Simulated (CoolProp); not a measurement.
Model: reference Helmholtz-energy equation of state, Penoncello 2003, in CoolProp.

### Question
For CHF3 (R23), give the phase and the speed of sound (m/s), isothermal compressibility (1/MPa), conductivity (mW/(m K)), fugacity coefficient at 236.7 K and 0.582 MPa; 242.3 K and 0.582 MPa; 303.6 K and 0.582 MPa.

### Answer
- 236.7 K and 0.582 MPa: gas; speed of sound 172, isothermal compressibility 1.96, conductivity 11.2, fugacity coefficient 0.901
- 242.3 K and 0.582 MPa: gas; speed of sound 175, isothermal compressibility 1.93, conductivity 11.4, fugacity coefficient 0.909
- 303.6 K and 0.582 MPa: gas; speed of sound 202, isothermal compressibility 1.80, conductivity 14.6, fugacity coefficient 0.959

Thermal conductivity comes from a separate model (Shan 2000).
